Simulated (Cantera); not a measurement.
A perfectly stirred reactor is fed with CH₄ : C₂H₆ : O₂ : N₂ = 1 : 0.43 : 4.55 : 17.1 (molar parts), equivalence ratio 0.77, at 1.00 bar; it is adiabatic with a 673 K inlet, and is followed from long to short residence time, starting on the burning branch (τ in s: 0.099, 0.046, 0.021, 0.0096, 0.0044, 0.002, 0.00092, 0.00042, 0.00019, 8.9e-05, 4.1e-05).

Computed with Cantera and GRI-Mech 3.0 (53 species, 325 reactions).

Problem. What does this change do: pressure from 1.00 bar to 3.90 bar?

Solution. 
```
quantity                                                                      before                                   after
------------------------------------------------  ----------------------------------  --------------------------------------
blow-out, bracketed by the residence times tried  burning at 89.0 µs, out at 41.0 µs  burning at 41.0 µs, the shortest tried
x(CH₄) at τ = 99.0 ms                                                        1.38e-6                                 5.62e-7
x(C₂H₆) at τ = 99.0 ms                                                       8.06e-8                                 3.13e-8
x(O₂) at τ = 99.0 ms                                                          0.0443                                  0.0433
x(OH) at τ = 99.0 ms                                                         0.00459                                 0.00330
x(H) at τ = 99.0 ms                                                         0.000231                                 8.13e-5
x(CH₄) at τ = 2.00 ms                                                        2.81e-5                                 1.70e-5
x(C₂H₆) at τ = 2.00 ms                                                       2.71e-6                                 1.26e-6
x(O₂) at τ = 2.00 ms                                                          0.0484                                  0.0456
x(OH) at τ = 2.00 ms                                                         0.00809                                 0.00466
x(H) at τ = 2.00 ms                                                          0.00186                                0.000265
```

Problem. What does this change do: C2H6 0.43 to 0.57 parts?

Solution. 
| quantity | before | after |
|---|---|---|
| blow-out, bracketed by the residence times tried | burning at 89.0 µs, out at 41.0 µs | burning at 41.0 µs, the shortest tried |
| x(CH₄) at τ = 99.0 ms | 1.38e-6 | 8.99e-7 |
| x(C₂H₆) at τ = 99.0 ms | 8.06e-8 | 6.08e-8 |
| x(O₂) at τ = 99.0 ms | 0.0443 | 0.0252 |
| x(OH) at τ = 99.0 ms | 0.00459 | 0.00626 |
| x(H) at τ = 99.0 ms | 0.000231 | 0.000653 |
| x(CH₄) at τ = 2.00 ms | 2.81e-5 | 2.16e-5 |
| x(C₂H₆) at τ = 2.00 ms | 2.71e-6 | 2.54e-6 |
| x(O₂) at τ = 2.00 ms | 0.0484 | 0.0319 |
| x(OH) at τ = 2.00 ms | 0.00809 | 0.00946 |
| x(H) at τ = 2.00 ms | 0.00186 | 0.00295 |

Problem. What does this change do: 0.16 parts H2 added?

Solution. 
| quantity | before | after |
|---|---|---|
| blow-out, bracketed by the residence times tried | burning at 89.0 µs, out at 41.0 µs | burning at 41.0 µs, the shortest tried |
| x(CH₄) at τ = 99.0 ms | 1.38e-6 | 1.23e-6 |
| x(C₂H₆) at τ = 99.0 ms | 8.06e-8 | 7.04e-8 |
| x(O₂) at τ = 99.0 ms | 0.0443 | 0.0408 |
| x(OH) at τ = 99.0 ms | 0.00459 | 0.00501 |
| x(H) at τ = 99.0 ms | 0.000231 | 0.000288 |
| x(CH₄) at τ = 2.00 ms | 2.81e-5 | 2.61e-5 |
| x(C₂H₆) at τ = 2.00 ms | 2.71e-6 | 2.49e-6 |
| x(O₂) at τ = 2.00 ms | 0.0484 | 0.0454 |
| x(OH) at τ = 2.00 ms | 0.00809 | 0.00852 |
| x(H) at τ = 2.00 ms | 0.00186 | 0.00205 |
